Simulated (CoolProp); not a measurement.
m-xylene along the isobar 4840 kPa: Z from the reference equation and from simpler models built on Tc = 616.9 K, pc = 3535 kPa, ω = 0.326; each cubic takes its own stable root.

Model: reference Helmholtz-energy equation of state, Zhou 2012, in CoolProp.

```json
[
 {"T (K)": "463.3", "phase": "liquid", "reference": "0.1874"},
 {"T (K)": "477.6", "phase": "liquid", "reference": "0.1858"},
 {"T (K)": "491.8", "phase": "liquid", "reference": "0.1846"},
 {"T (K)": "506", "phase": "liquid", "reference": "0.1840"},
 {"T (K)": "520.3", "phase": "liquid", "reference": "0.1838"},
 {"T (K)": "534.5", "phase": "liquid", "reference": "0.1844"},
 {"T (K)": "548.8", "phase": "liquid", "reference": "0.1857"},
 {"T (K)": "563", "phase": "liquid", "reference": "0.1880"},
 {"T (K)": "577.3", "phase": "liquid", "reference": "0.1917"},
 {"T (K)": "591.5", "phase": "liquid", "reference": "0.1974"},
 {"T (K)": "605.8", "phase": "liquid", "reference": "0.2066"},
 {"T (K)": "620", "phase": "supercritical", "reference": "0.2223"}
]
```

### Question
How far does each simpler model (Redlich-Kwong, Soave-Redlich-Kwong, Peng-Robinson) lie from the reference over these 12 states: mean and median of the absolute difference, and the worst?

### Answer
- Redlich-Kwong: mean 23.1 %, median 23.0 %, worst +25.8 % at 605.8 K and 4840 kPa
- Soave-Redlich-Kwong: mean 18.6 %, median 17.5 %, worst +26.0 % at 620 K and 4840 kPa
- Peng-Robinson: mean 5.4 %, median 4.1 %, worst +13.9 % at 620 K and 4840 kPa
